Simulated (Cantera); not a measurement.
Cantera run, input and output.

```python
import numpy as np
import cantera as ct

gas = ct.Solution("gri30.yaml")
gas.TPX = 1423, 1000000, {'CH4': 1, 'C2H6': 0.076, 'O2': 5.04, 'N2': 18.9}
reactor = ct.IdealGasReactor(gas, energy="on", clone=False)
net = ct.ReactorNet([reactor])
net.rtol, net.atol = 1e-08, 1e-16
show = ['CH4', 'C2H6', 'O2', 'NO', 'H2O2']
times = np.geomspace(4e-06, 3, 12)

steps = ct.SolutionArray(gas, extra=["t"])
rows = []
print(f"{'t/s':>10s}{'T/K':>9s}{'P/Pa':>11s}" + "".join(f"{s:>11s}" for s in show))
for t in times:
    while net.time < t:
        t_next = net.step()
        steps.append(gas.state, t=t_next)
    rows.append([np.interp(t, steps.t, y) for y in (steps.T, steps.P, *steps(*show).X.T)])
    print(f"{t:10.3e}{rows[-1][0]:9.1f}{rows[-1][1]:11.4g}" + "".join(f"{x:11.3e}" for x in rows[-1][2:]))
rate = np.gradient(steps.T, steps.t)
print("integrator steps:", len(steps.t))
if steps.T.max() > steps.T[0] + 200:
    print(f"time of steepest temperature rise: {steps.t[rate.argmax()]:.4e} s")
gas.TPX = 1423, 1000000, {'CH4': 1, 'C2H6': 0.076, 'O2': 5.04, 'N2': 18.9}
gas.equilibrate("UV")
print(f"equilibrium (UV): T = {gas.T:.1f} K  " + "  ".join(f"{s} {gas[s].X[0]:.3e}" for s in show))
```

It prints:

```
       t/s      T/K       P/Pa        CH4       C2H6         O2         NO       H2O2
 4.000e-06   1422.9      1e+06  3.997e-02  3.033e-03  2.015e-01  1.148e-15  1.639e-08
 1.368e-05   1422.9      1e+06  3.995e-02  3.017e-03  2.014e-01  1.742e-14  2.084e-07
 4.680e-05   1426.4  1.003e+06  3.938e-02  2.885e-03  2.009e-01  9.423e-13  3.063e-06
 1.601e-04   2561.1  1.809e+06  2.292e-17  4.152e-32  1.087e-01  4.830e-04  9.520e-07
 5.476e-04   2553.8  1.804e+06  1.257e-18  1.482e-34  1.072e-01  3.569e-03  9.312e-07
 1.873e-03   2538.1  1.792e+06  1.053e-18  1.072e-34  1.040e-01  1.023e-02  8.870e-07
 6.407e-03   2525.0  1.783e+06  9.040e-19  8.127e-35  1.013e-01  1.571e-02  8.513e-07
 2.191e-02   2523.8  1.782e+06  8.911e-19  7.918e-35  1.011e-01  1.621e-02  8.481e-07
 7.496e-02   2523.8  1.782e+06  8.911e-19  7.918e-35  1.011e-01  1.621e-02  8.481e-07
 2.564e-01   2523.8  1.782e+06  8.911e-19  7.918e-35  1.011e-01  1.621e-02  8.481e-07
 8.771e-01   2523.8  1.782e+06  8.911e-19  7.918e-35  1.011e-01  1.621e-02  8.481e-07
 3.000e+00   2523.8  1.782e+06  8.911e-19  7.918e-35  1.011e-01  1.621e-02  8.481e-07
integrator steps: 1753
time of steepest temperature rise: 1.0795e-04 s
equilibrium (UV): T = 2523.8 K  CH4 1.308e-18  C2H6 1.375e-34  O2 1.011e-01  NO 1.621e-02  H2O2 8.481e-07
```

Computed with Cantera and GRI-Mech 3.0 (53 species, 325 reactions).
